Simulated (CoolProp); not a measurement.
The numbers come from the reference Helmholtz-energy equation of state, Akasaka 2023 in CoolProp.

Q: For R1224YDZ, give the phase and the cp (kJ/(kg K)), isothermal compressibility (1/MPa) at 218.1 K and 8.12 MPa; 218.1 K and 16.7 MPa.

A: 
- 218.1 K and 8.12 MPa: liquid; cp 1.02, isothermal compressibility 0.000958
- 218.1 K and 16.7 MPa: liquid; cp 1.02, isothermal compressibility 0.000881
